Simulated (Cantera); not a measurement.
A Cantera script and its output.

```python
import numpy as np
import cantera as ct

gas = ct.Solution("gri30.yaml")
gas.TPX = 1150, 1333, {'N2O': 0.11, 'O2': 0.22}
reactor = ct.IdealGasConstPressureReactor(gas, energy="off", clone=False)
net = ct.ReactorNet([reactor])
net.rtol, net.atol = 1e-08, 1e-18
show = ['N2O', 'O2', 'O', 'NO', 'N2', 'NO2']
times = np.geomspace(9e-06, 100, 12)

steps = ct.SolutionArray(gas, extra=["t"])
rows = []
print(f"{'t/s':>10s}{'T/K':>9s}{'P/Pa':>11s}" + "".join(f"{s:>11s}" for s in show))
for t in times:
    while net.time < t:
        t_next = net.step()
        steps.append(gas.state, t=t_next)
    rows.append([np.interp(t, steps.t, y) for y in (steps.T, steps.P, *steps(*show).X.T)])
    print(f"{t:10.3e}{rows[-1][0]:9.1f}{rows[-1][1]:11.4g}" + "".join(f"{x:11.3e}" for x in rows[-1][2:]))
rate = np.gradient(steps.T, steps.t)
print("integrator steps:", len(steps.t))
if steps.T.max() > steps.T[0] + 200:
    print(f"time of steepest temperature rise: {steps.t[rate.argmax()]:.4e} s")
gas.TPX = 1150, 1333, {'N2O': 0.11, 'O2': 0.22}
gas.equilibrate("TP")
print(f"equilibrium (TP): T = {gas.T:.1f} K  " + "  ".join(f"{s} {gas[s].X[0]:.3e}" for s in show))
```

It prints:

```
       t/s      T/K       P/Pa        N2O         O2          O         NO         N2        NO2
 9.000e-06   1150.0       1333  3.333e-01  6.667e-01  4.572e-09  2.220e-12  4.597e-09  1.087e-21
 3.933e-05   1150.0       1333  3.333e-01  6.667e-01  1.979e-08  4.209e-11  2.026e-08  8.924e-20
 1.719e-04   1150.0       1333  3.333e-01  6.667e-01  8.301e-08  7.809e-10  9.175e-08  7.477e-18
 7.513e-04   1150.0       1333  3.333e-01  6.667e-01  3.051e-07  1.330e-08  4.538e-07  6.342e-16
 3.283e-03   1150.0       1333  3.333e-01  6.667e-01  7.082e-07  1.651e-07  2.555e-06  4.557e-14
 1.435e-02   1150.0       1333  3.333e-01  6.667e-01  8.114e-07  1.112e-06  1.325e-05  1.717e-12
 6.272e-02   1150.0       1333  3.333e-01  6.667e-01  8.115e-07  5.329e-06  6.042e-05  3.874e-11
 2.741e-01   1150.0       1333  3.330e-01  6.667e-01  8.115e-07  2.375e-05  2.664e-04  7.446e-10
 1.198e+00   1150.0       1333  3.319e-01  6.668e-01  8.115e-07  1.040e-04  1.165e-03  1.240e-08
 5.235e+00   1150.0       1333  3.272e-01  6.673e-01  8.114e-07  4.514e-04  5.051e-03  1.416e-07
 2.288e+01   1150.0       1333  3.074e-01  6.694e-01  8.110e-07  1.904e-03  2.131e-02  8.519e-07
 1.000e+02   1150.0       1333  2.353e-01  6.771e-01  8.090e-07  7.184e-03  8.045e-02  3.489e-06
integrator steps: 509
equilibrium (TP): T = 1150.0 K  N2O 7.377e-10  O2 7.142e-01  O 6.124e-08  NO 1.466e-04  N2 2.856e-01  NO2 6.757e-07
```

Model: GRI-Mech 3.0 (53 species, 325 reactions), integrated in Cantera. GRI-Mech 3.0 was tuned for natural gas; its chemistry of N2O as a main component is partial and can be far from experiment. Radical loss at walls, strong at low pressure, is not modelled. The mechanism lacks the step 2 NO + O2 → 2 NO2, which can matter for NO2 below about 1400 K. The temperature is held fixed by assumption; the heat of reaction is taken as removed at once.
